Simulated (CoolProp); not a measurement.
A single-stage vapour-compression cycle with the fluid: evaporating at 325.15 K (dew point), condensing at 374.15 K (bubble point), superheat 5 K, subcooling 0 K, compressor efficiency 0.75, no pressure losses. The same conditions are run with several fluids, on thermodynamics alone (safety and materials aside).

Computed with CoolProp (reference Helmholtz-energy equation of state of each fluid (R113: Marx 1992; the fluoroketone C6F12O (FK-5-1-12): McLinden 2015; R152A: Outcalt 1996; R1224YDZ: Akasaka 2023; hexamethyldisiloxane (MM): Thol 2016; c-C4F8 (RC318): Platzer 1990)). The equations of Platzer and Polt are older, rougher fits.

Q: Rank R113, the fluoroketone C6F12O (FK-5-1-12), R152A, R1224YDZ, hexamethyldisiloxane (MM), c-C4F8 (RC318) by cooling COP, highest first.

A: R113 (3.92), R1224YDZ (3.51), hexamethyldisiloxane (MM) (3.48), R152A (3.01), the fluoroketone C6F12O (FK-5-1-12) (2.62), c-C4F8 (RC318) (2.07)

```
fluid                                pressure ratio  discharge temperature (K)  refrigerating effect (kJ/kg)  volumetric capacity (kJ/m³)
-----------------------------------  --------------  -------------------------  ----------------------------  ---------------------------
R113                                           3.82                      374.1                          98.6                          823
the fluoroketone C6F12O (FK-5-1-12)            4.09                      374.2                          34.9                          481
R152A                                          2.89                      395.8                           138                         5190
R1224YDZ                                       3.38                      375.1                          91.7                         1940
hexamethyldisiloxane (MM)                      5.39                      374.2                           124                          143
c-C4F8 (RC318)                                 3.06                      374.2                          30.7                         1840
```

The compression ends wet for: R113; the fluoroketone C6F12O (FK-5-1-12); hexamethyldisiloxane (MM); c-C4F8 (RC318).
